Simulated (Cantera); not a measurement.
A closed system holds: 1 mol H2S, 1.6 mol H2O, 0.083 mol H2, equilibrated at 2700 °C and 0.00170 bar.

Cantera equilibrium calculation (NASA polynomials, part measured and part estimated; ideal gas, pure solids and liquids). Candidate condensed phases: H2O, H2SO4, S; 19 gas species. The numbers say what is thermodynamically allowed, not how fast it happens.

Base state: H 0.645, O 0.166, S 0.108, H2 0.0335, SO 0.0250, OH 0.0140, O2 0.00438, H2O 0.00223 (mole fractions); condensed: gas only.

Task: What changes in the equilibrium state with this change: H2O from 1.6 to 0.073 mol?

Result: 
| species | before | after |
|---|---|---|
| H | 0.645 | 0.644 |
| S | 0.108 | 0.295 |
| H2 | 0.0335 | 0.0334 |
| O | 0.166 | 0.0149 |
| SO | 0.0250 | 0.00613 |
| OH | 0.0140 | 0.00125 |
| O2 | 0.00438 | 3.53e-5 |
| SO2 | 0.00122 | 2.68e-5 |
| H2O | 0.00223 | 0.000200 |
| S2 | 0.000365 | 0.00271 |
